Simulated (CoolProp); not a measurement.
A single-stage vapour-compression cycle with vinyl chloride: evaporating at 245.15 K (dew point), condensing at 289.15 K (bubble point), superheat 8 K, subcooling 8 K, compressor efficiency 0.75, no pressure losses. Each further row changes one setting.

The numbers come from the reference Helmholtz-energy equation of state, Thol 2022 in CoolProp.

```json
[
 {"case": "as stated", "cooling COP": "3.72", "pressure ratio": "5.48", "discharge temperature (K)": "355.3", "refrigerating effect (kJ/kg)": "319", "volumetric capacity (kJ/m³)": "526"},
 {"case": "evaporating temperature 250.15 K", "cooling COP": "4.35", "pressure ratio": "(withheld)", "discharge temperature (K)": "(withheld)", "refrigerating effect (kJ/kg)": "323", "volumetric capacity (kJ/m³)": "(withheld)"},
 {"case": "condensing temperature 284.15 K", "cooling COP": "(withheld)", "pressure ratio": "4.66", "discharge temperature (K)": "(withheld)", "refrigerating effect (kJ/kg)": "327", "volumetric capacity (kJ/m³)": "539"},
 {"case": "subcooling 13 K", "cooling COP": "3.80", "pressure ratio": "5.48", "discharge temperature (K)": "355.3", "refrigerating effect (kJ/kg)": "327", "volumetric capacity (kJ/m³)": "539"},
 {"case": "superheat 18 K", "cooling COP": "3.67", "pressure ratio": "5.48", "discharge temperature (K)": "366.5", "refrigerating effect (kJ/kg)": "327", "volumetric capacity (kJ/m³)": "(withheld)"},
 {"case": "compressor efficiency 0.65", "cooling COP": "3.22", "pressure ratio": "5.48", "discharge temperature (K)": "368.4", "refrigerating effect (kJ/kg)": "319", "volumetric capacity (kJ/m³)": "526"}
]
```

Task: Some entries are withheld; supply them.

Result: 
- evaporating temperature 250.15 K, pressure ratio: 4.36
- evaporating temperature 250.15 K, discharge temperature (K): 346.9
- evaporating temperature 250.15 K, volumetric capacity (kJ/m³): 658
- condensing temperature 284.15 K, cooling COP: 4.26
- condensing temperature 284.15 K, discharge temperature (K): 345.2
- superheat 18 K, volumetric capacity (kJ/m³): 518
